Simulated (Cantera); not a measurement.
Feed: 1 mol SiO2, 0.61 mol Al2O3, 0.15 mol H2O, held at 1673 K and 13.0 Pa.

These are equilibrium values from Cantera (NASA tables, ideal gas, pure condensed phases), not measurements of a reactor. Mutual solubility and eutectic melting of coexisting phases are not modelled. The tables hold silica as quartz up to 1696 K and as liquid above; real silica turns to tridymite and cristobalite and melts near 1996 K. Condensed phases not in the tables: alloys, solid solutions and most ternary compounds. The numbers say what is thermodynamically allowed, not how fast it happens.

```csv
species,before,after
H2O,0.972,0.997
H2,0.0154,0.00157
O2,0.00697,0.000691
SiO,1.83e-5,1.77e-9
O,0.000245,2.41e-6
H,0.00124,1.23e-5
OH,0.00376,0.000378
"Al6Si2O13(mullite), mol",0.203,0.203
"SiO2(β-quartz), mol",0.593,0.593
```
Gas species are given as mole fractions.

**Question.** Name the change that produced these shifts.
A. pressure from 13.0 Pa to 0.133 bar
B. pressure from 13.0 Pa to 10.0 mbar
C. temperature from 1673 K to 1248 K
D. temperature from 1673 K to 1473 K

**Answer.** A, pressure from 13.0 Pa to 0.133 bar. Gases not in the tables: Si(OH)4
